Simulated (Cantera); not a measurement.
# Adiabatic ignition

An adiabatic, constant-volume homogeneous reactor starts with CH4 : O2 : N2 = 1 : 1.11 : 3 (molar parts), at 1723 K and 96000 Pa.

Computed with Cantera and GRI-Mech 3.0 (53 species, 325 reactions). Above 3000 K some thermodynamic fits are extrapolated.

| t (s) | T (K) | P (bar) | x CH4 | x O2 | x H2O2 | x H | x CO | x HCN | x OH |
|---|---|---|---|---|---|---|---|---|---|
| 5.00e-6 | 1723 | 0.960 | 0.196 | 0.217 | 2.49e-7 | 4.33e-7 | 1.26e-8 | <1e-12 | 3.64e-7 |
| 1.14e-5 | 1723 | 0.960 | 0.196 | 0.217 | 5.62e-7 | 5.22e-7 | 1.59e-7 | <1e-12 | 6.85e-7 |
| 2.60e-5 | 1722 | 0.960 | 0.195 | 0.217 | 9.67e-7 | 8.81e-7 | 2.86e-6 | <1e-12 | 1.59e-6 |
| 5.95e-5 | 1724 | 0.961 | 0.194 | 0.216 | 1.73e-6 | 3.09e-6 | 7.86e-5 | 1.41e-12 | 5.05e-6 |
| 0.000136 | 1799 | 1.01 | 0.170 | 0.201 | 1.49e-5 | 6.71e-5 | 0.00598 | 3.96e-10 | 7.32e-5 |
| 0.000310 | 3018 | 2.05 | 5.84e-12 | 0.00132 | 1.41e-7 | 0.0438 | 0.140 | 9.39e-8 | 0.0160 |
| 0.000707 | 3014 | 2.04 | 5.99e-12 | 0.00127 | 1.37e-7 | 0.0435 | 0.140 | 1.39e-7 | 0.0157 |
| 0.00161 | 3013 | 2.04 | 6.01e-12 | 0.00127 | 1.36e-7 | 0.0434 | 0.140 | 1.42e-7 | 0.0157 |
| 0.00368 | 3013 | 2.04 | 6.01e-12 | 0.00127 | 1.36e-7 | 0.0434 | 0.140 | 1.42e-7 | 0.0157 |
| 0.00841 | 3013 | 2.04 | 6.01e-12 | 0.00127 | 1.36e-7 | 0.0434 | 0.140 | 1.42e-7 | 0.0157 |
| 0.0192 | 3013 | 2.04 | 6.01e-12 | 0.00127 | 1.36e-7 | 0.0434 | 0.140 | 1.42e-7 | 0.0157 |
| 0.0438 | 3013 | 2.04 | 6.01e-12 | 0.00127 | 1.36e-7 | 0.0434 | 0.140 | 1.42e-7 | 0.0157 |
| 0.100 | 3013 | 2.04 | 6.01e-12 | 0.00127 | 1.36e-7 | 0.0434 | 0.140 | 1.42e-7 | 0.0157 |
x: mole fraction; the columns are a selection and need not sum to one.

```json
{
  "time_of_steepest_temperature_rise": "0.164 ms",
  "temperature at 0.100 s": "3013 K",
  "equilibrium_temperature": "3013 K",
  "x(CH4) at 0.100 s": "6.01e-12 (gas-phase equilibrium 6.97e-12)",
  "x(O2) at 0.100 s": "0.00127 (gas-phase equilibrium 0.00127)",
  "x(H2O2) at 0.100 s": "1.36e-7 (gas-phase equilibrium 1.36e-7)"
}
```
